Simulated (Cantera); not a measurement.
## Hydrocarbon pyrolysis for carbon deposition

An isothermal, constant-pressure homogeneous reactor starts with 1.72 % CH4, 98.3 % N2, at 1575 K and 0.810 bar.

Model: GRI-Mech 3.0 (53 species, 325 reactions), integrated in Cantera. GRI-Mech 3.0 stops at C3 and has no aromatics, soot or wall deposition, so with more carbon than oxygen in the feed, carbon stays in small species such as C2H2 where larger ones or solid carbon would form.

```csv
t (s),x CH4,x C2H2,x HCN,x CH3,x CH2,x H
3.00e-6,0.0172,<1e-12,<1e-12,6.62e-8,<1e-12,3.06e-8
1.94e-5,0.0172,<1e-12,<1e-12,5.79e-7,1.95e-12,4.83e-8
0.000126,0.0172,1.87e-12,<1e-12,4.00e-6,5.45e-11,4.87e-8
0.000814,0.0172,3.64e-9,<1e-12,2.40e-5,1.53e-9,5.96e-8
0.00527,0.0170,4.28e-6,7.16e-11,8.93e-5,1.87e-8,2.54e-7
0.0341,0.0139,0.000991,8.87e-9,0.000105,3.14e-8,1.91e-6
0.221,0.00736,0.00474,7.59e-8,4.38e-5,1.12e-8,4.33e-6
1.43,0.00189,0.00752,2.70e-7,1.10e-5,2.84e-9,6.52e-6
9.27,0.000319,0.00829,5.13e-7,1.89e-6,4.99e-10,7.27e-6
60.0,0.000118,0.00839,8.50e-7,7.01e-7,1.86e-10,7.38e-6
```
x: mole fraction; the columns are a selection and need not sum to one.

Equilibrium at this temperature and pressure: CH4 3.78e-5, C2H2 0.000867, HCN 0.0152, CH3 2.24e-7, CH2 5.93e-11, H 7.40e-6 (gas phase only).
